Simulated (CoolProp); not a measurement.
Saturation properties of R141b (Tc = 477.5 K, pc = 4.212 MPa, ω = 0.220).

Values from CoolProp's reference Helmholtz-energy equation of state, Lemmon 2006. It is a short technical equation, of lower accuracy than the large ones.

| T (K) | p (MPa) | liquid density (kg/m³) | vapour Z | surface tension (mN/m) | liquid conductivity (mW/(m K)) |
|---|---|---|---|---|---|
| 241.5 | 0.005285 | 1339 | 0.9948 | 25.4 | 107 |
| 257.8 | 0.01328 | 1309 | 0.9902 | 23.3 | 102 |
| 274 | 0.02920 | 1280 | 0.9832 | 21.2 | 97.8 |
| 290.3 | 0.05818 | 1249 | 0.9732 | 19.2 | 93.1 |
| 306.6 | 0.1064 | 1217 | 0.9597 | 17.2 | 88.5 |
| 322.9 | 0.1815 | 1185 | 0.9423 | 15.2 | 84.1 |
| 339.1 | 0.2911 | 1151 | 0.9208 | 13.3 | 79.8 |
| 355.4 | 0.4460 | 1114 | 0.8946 | 11.4 | 75.7 |
| 371.7 | 0.6556 | 1076 | 0.8633 | 9.58 | 71.8 |
| 387.9 | 0.9288 | 1035 | 0.8266 | 7.83 | 68.2 |
| 404.2 | 1.280 | 989.7 | 0.7830 | 6.14 | 64.8 |
| 420.5 | 1.720 | 938.9 | 0.7312 | 4.53 | 61.6 |

It boils at 305.2 K under 1 atm.

Thermal conductivity comes from a separate model (Huber 2003), an estimate that may be off by 10 % or more. Surface tension comes from a separate correlation (Mulero 2012).
